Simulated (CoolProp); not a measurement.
Vapour-liquid equilibrium of CHF3 (R23) (1) + sulfur hexafluoride (2) at -12.25 °C; x and y are mole fractions of (1).

Model: multi-fluid Helmholtz-energy mixture model, Penoncello 2003 and Guder 2009; pair parameters Bell 2016, in CoolProp.

| x | bubble pressure (kPa) | y at the bubble point | dew pressure at overall composition x (kPa) | liquid density (mol/L) |
|---|---|---|---|---|
| 0.05 | 1037 | 0.163 | 922.6 | 11.32 |
| 0.125 | 1223 | 0.309 | 996.4 | 11.46 |
| 0.2 | 1363 | 0.402 | 1080 | 11.62 |
| 0.275 | 1471 | 0.469 | 1175 | 11.80 |
| 0.35 | 1556 | 0.523 | 1282 | 12.01 |
| 0.425 | 1626 | 0.570 | 1400 | 12.26 |
| 0.5 | 1683 | 0.614 | 1521 | 12.54 |
| 0.575 | 1730 | 0.658 | 1633 | 12.88 |
| 0.65 | 1767 | 0.704 | 1723 | 13.27 |
| 0.725 | 1793 | 0.753 | 1780 | 13.72 |
| 0.8 | 1808 | 0.807 | 1807 | 14.24 |
| 0.875 | 1807 | 0.870 | 1807 | 14.84 |
| 0.95 | 1789 | 0.943 | 1787 | 15.51 |

y crosses x between x = 0.8 and 0.875: the model has an azeotrope there.

The pair parameters rest on a limited set of measurements; away from them the model extrapolates.
